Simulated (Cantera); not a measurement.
Input: 1 mol CH4, 0.18 mol O2, 24 mol N2, at 2600 K and 6.00 bar.

Method: chemical equilibrium by Gibbs-energy minimisation in Cantera with the NASA 1993 tables (ideal gas, pure condensed phases). Candidate condensed phases: C, C6H6, C7H8, C8H18, H2O; 136 gas species. Equilibrium is a limit: real reactors are often held back by kinetics, nucleation or transport.

Base state: N2 0.897, H2 0.0618, HCN 0.0196, CO 0.0136, H 0.00390, HNC 0.00257, C2H2 (acetylene) 0.000857, C2N2 0.000106 (mole fractions); condensed: gas only.

**Question.** What changes in the equilibrium state with this change: O2 from 0.18 to 0.41 mol?

**Answer.** 
```
species             before     after
----------------  --------  --------
N2                   0.897     0.890
H2                  0.0618    0.0690
CO                  0.0136    0.0305
HCN                 0.0196   0.00575
C2N2              0.000106   8.18e-6
C2H2 (acetylene)  0.000857   7.44e-5
CN                 8.19e-5   2.27e-5
HNC                0.00257  0.000753
```

**Question.** What changes in the equilibrium state with this change: CH4 replaced by CH3OH?

**Answer.** 
| species | before | after |
|---|---|---|
| N2 | 0.897 | 0.887 |
| H2 | 0.0618 | 0.0599 |
| CO | 0.0136 | 0.0359 |
| HCN | 0.0196 | 4.29e-7 |
| H2O | 1.05e-7 | 0.0120 |
| C2H2 (acetylene) | 0.000857 | <1e-9 |
| CO2 | 3.57e-9 | 0.00111 |
| OH | 1.53e-9 | 0.000177 |
